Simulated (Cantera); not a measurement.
An adiabatic, constant-volume homogeneous reactor starts with H2 : O2 : N2 : H2O = 1 : 0.676 : 2.54 : 0.3 (molar parts), at 1623 K and 0.380 bar. Integrator tolerance rtol = 1e-08.

Model: GRI-Mech 3.0 (53 species, 325 reactions), integrated in Cantera.

Question: What does this change do: constant pressure in place of constant volume?

Answer: 
| quantity | before | after |
|---|---|---|
| time of steepest temperature rise | 25.1 µs | 25.3 µs |
| temperature at 6.00 s | 2753 K | 2648 K |
| equilibrium temperature | 2753 K | 2648 K |
| x(H2) at 6.00 s | 0.0301 (gas-phase equilibrium 0.0301) | 0.0254 (gas-phase equilibrium 0.0254) |
| x(O2) at 6.00 s | 0.0397 (gas-phase equilibrium 0.0397) | 0.0400 (gas-phase equilibrium 0.0400) |
| x(H2O) at 6.00 s | 0.255 (gas-phase equilibrium 0.255) | 0.266 (gas-phase equilibrium 0.266) |
| x(OH) at 6.00 s | 0.0355 (gas-phase equilibrium 0.0355) | 0.0308 (gas-phase equilibrium 0.0308) |
| x(NO) at 6.00 s | 0.0131 (gas-phase equilibrium 0.0131) | 0.0113 (gas-phase equilibrium 0.0113) |
| x(H) at 6.00 s | 0.0156 (gas-phase equilibrium 0.0156) | 0.0121 (gas-phase equilibrium 0.0121) |
| x(N2O) at 6.00 s | 4.94e-7 (gas-phase equilibrium 4.94e-7) | 3.40e-7 (gas-phase equilibrium 3.40e-7) |

Question: What does this change do: H2O 0.3 to 0.17 parts?

Answer: 
```tsv
quantity	before	after
time of steepest temperature rise	25.1 µs	24.3 µs
temperature at 6.00 s	2753 K	2783 K
equilibrium temperature	2753 K	2783 K
x(H2) at 6.00 s	0.0301 (gas-phase equilibrium 0.0301)	0.0304 (gas-phase equilibrium 0.0304)
x(O2) at 6.00 s	0.0397 (gas-phase equilibrium 0.0397)	0.0401 (gas-phase equilibrium 0.0401)
x(H2O) at 6.00 s	0.255 (gas-phase equilibrium 0.255)	0.230 (gas-phase equilibrium 0.230)
x(OH) at 6.00 s	0.0355 (gas-phase equilibrium 0.0355)	0.0365 (gas-phase equilibrium 0.0365)
x(NO) at 6.00 s	0.0131 (gas-phase equilibrium 0.0131)	0.0140 (gas-phase equilibrium 0.0140)
x(H) at 6.00 s	0.0156 (gas-phase equilibrium 0.0156)	0.0174 (gas-phase equilibrium 0.0174)
x(N2O) at 6.00 s	4.94e-7 (gas-phase equilibrium 4.94e-7)	5.38e-7 (gas-phase equilibrium 5.38e-7)
```
